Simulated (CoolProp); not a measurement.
Vapour-liquid equilibrium of carbon dioxide (1) + R134a (2) at 261.6 K; x and y are mole fractions of (1).

Model: multi-fluid Helmholtz-energy mixture model, Span 1996 and Tillner-Roth 1994; pair parameters Bell 2016, in CoolProp.

Give the bubble pressure and the first vapour's composition at x = 0.35, 0.725, 0.8. Is there an azeotrope?

x = 0.35: 9.252 bar, y = 0.843; x = 0.725: 18.07 bar, y = 0.955; x = 0.8: 19.91 bar, y = 0.968. No azeotrope shows between x = 0.05 and 0.95.

Pair parameters are fitted to limited data, so mixtures are less certain than the pure fluids.
